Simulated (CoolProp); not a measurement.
Model: reference Helmholtz-energy equation of state, de Reuck 1990, in CoolProp.

Task: Give the vapour pressure (MPa), vapour Z, surface tension (mN/m) of saturated fluorine at 95.7, 125 K.

Result: 
| T (K) | p (MPa) | vapour Z | surface tension (mN/m) |
|---|---|---|---|
| 95.7 | 0.297 | 0.928 | 10.6 |
| 125 | 2.14 | 0.729 | 3.45 |

Surface tension comes from a separate correlation (Mulero 2012).
